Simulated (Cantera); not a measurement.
# AlCl3 + O2 + N2 (aluminium nitride and oxide growth)

A closed system holds: 1 mol AlCl3, 4 mol O2, 25 mol N2, equilibrated at 1423.15 K.

Method: chemical equilibrium by Gibbs-energy minimisation in Cantera with the NASA 1993 tables (ideal gas, pure condensed phases). Candidate condensed phases: Al, AlCl3, AlN, Al2O3; 24 gas species. Kinetics and transport are ignored.

From 10.0 Pa to 100000 Pa the condensed part is Al2O3(s). The main Al-bearing gas is AlCl3 throughout.

```tsv
P (Pa)	log p N2	log p O2	log p Cl	log p Cl2	log p NO	log p ClO	log p O	n Al2O3(s)
10	-4.10	-4.98	-5.02	-7.11	-7.23	-9.08	-8.36	0.500
63	-3.30	-4.18	-4.26	-5.57	-6.43	-7.91	-7.96	0.500
400	-2.49	-3.38	-3.57	-4.21	-5.63	-6.83	-7.56	0.500
2500	-1.69	-2.57	-3.03	-3.12	-4.82	-5.88	-7.16	0.500
16000	-0.88	-1.76	-2.56	-2.18	-4.01	-5.01	-6.75	0.500
100000	-0.08	-0.96	-2.14	-1.33	-3.21	-4.18	-6.35	0.500
```
log p: log10 of the partial pressure in bar; n: condensed amount in mol.
